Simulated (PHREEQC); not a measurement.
Synthetic water in mg/L, 25 °C, pH 6.28, pe 8.4: Na 0.0218; K 0.000322; Ca 0.0669; Mg 0.00667; Cl 0.0412; S(6) as SO4 0.0209; Alkalinity as HCO3 0.193; N(5) as NO3 3.83e-05; Cd 0.000396.

Valence states are taken as typed.

Equilibrium calculation in PHREEQC: ion-association model, phreeqc.dat.

No solid was allowed to form.

Question: Estimate the charge-balance error.

Answer: charge-balance error 0.8 %.

Question: In which forms is C present?

Answer: CO2 54 %, HCO3- 46 % of the C.
